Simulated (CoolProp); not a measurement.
Values from CoolProp's reference Helmholtz-energy equation of state, Thol 2012.

Q: Give the vapour pressure (MPa), vapour density (kg/m³), enthalpy of vaporisation (kJ/kg), surface tension (mN/m) of saturated benzene at 371.1, 446.5, 521.8 K.

A: 
| T (K) | p (MPa) | vapour density (kg/m³) | enthalpy of vaporisation (kJ/kg) | surface tension (mN/m) |
|---|---|---|---|---|
| 371.1 | 0.170 | 4.54 | 380 | 18.9 |
| 446.5 | 0.912 | 22.8 | 313 | 10.1 |
| 521.8 | 2.93 | 84.3 | 207 | 2.67 |

Surface tension comes from a separate correlation (Mulero 2012).
